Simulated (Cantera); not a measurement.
Cantera run:

```python
import numpy as np
import cantera as ct

gas_names = [...]  # 109 gases of nasa_gas.yaml made of C, Cl, H, Si
cond_names = """
    C(gr) C6H6(L) C7H8(L) C8H18(L),n-octa Si(cr) Si(L) SiC(b)
""".split()


# ... load() reads the species with a 1 bar reference pressure and builds the phases ...
atoms = {
    'Si(CH3)4': {'Si': 1, 'C': 4, 'H': 12},
    'HCl': {'H': 1, 'CL': 1},
    'H2': {'H': 2},
}
top_T = {'C(gr)': 4500, 'SiC(b)': 3050}  # K; cautious upper limits of use, not melting points


# ... equilibrate(T, P, feed) seeds the gas with the atoms and calls Mixture.equilibrate('TP', solver="vcs", rtol=1e-11, max_steps=5000) ...
results = []
feed = {'Si(CH3)4': 1, 'HCl': 0.39, 'H2': 2}  # mol
T = 1698  # K
for P in [100, 270, 720, 1900, 5200, 14000, 37000, 100000]:
    mix = equilibrate(T, P, feed)
    results.append((T, P, feed, dict(zip(mix.species_names, mix.species_moles))))
    x = sorted(zip(gas.X, gas.species_names), reverse=True)
    print(f"T = {T:g} K  P = {P:g} Pa  gas = {mix.phase_moles(0):.4g} mol")
    print("   x: " + "  ".join(f"{s} {v:.3e}" for v, s in x if v > 0.001))
    print("   condensed (mol): " + ("  ".join(f"{mix.phase(i).name} {mix.phase_moles(i):.4g}"
          for i in range(1, mix.n_phases) if mix.phase_moles(i) > 1e-12) or "none"))
```

It prints:

```
T = 1698 K  P = 100 Pa  gas = 8.41 mol
   x: H2 9.492e-01  HCL 4.597e-02  H 4.455e-03
   condensed (mol): C(gr) 3  SiC(b) 0.9989
T = 1698 K  P = 270 Pa  gas = 8.402 mol
   x: H2 9.509e-01  HCL 4.608e-02  H 2.714e-03
   condensed (mol): C(gr) 3  SiC(b) 0.999
T = 1698 K  P = 720 Pa  gas = 8.397 mol
   x: H2 9.519e-01  HCL 4.614e-02  H 1.663e-03
   condensed (mol): C(gr) 3  SiC(b) 0.999
T = 1698 K  P = 1900 Pa  gas = 8.394 mol
   x: H2 9.525e-01  HCL 4.618e-02  H 1.024e-03
   condensed (mol): C(gr) 3  SiC(b) 0.999
T = 1698 K  P = 5200 Pa  gas = 8.392 mol
   x: H2 9.529e-01  HCL 4.621e-02
   condensed (mol): C(gr) 2.999  SiC(b) 0.999
T = 1698 K  P = 14000 Pa  gas = 8.39 mol
   x: H2 9.531e-01  HCL 4.622e-02
   condensed (mol): C(gr) 2.999  SiC(b) 0.999
T = 1698 K  P = 37000 Pa  gas = 8.388 mol
   x: H2 9.530e-01  HCL 4.624e-02
   condensed (mol): C(gr) 2.997  SiC(b) 0.999
T = 1698 K  P = 100000 Pa  gas = 8.382 mol
   x: H2 9.524e-01  HCL 4.626e-02  CH4 1.001e-03
   condensed (mol): C(gr) 2.991  SiC(b) 0.9989
```

Equilibrium computed with Cantera from the NASA thermochemical tables; the gas is ideal and each condensed phase is pure.
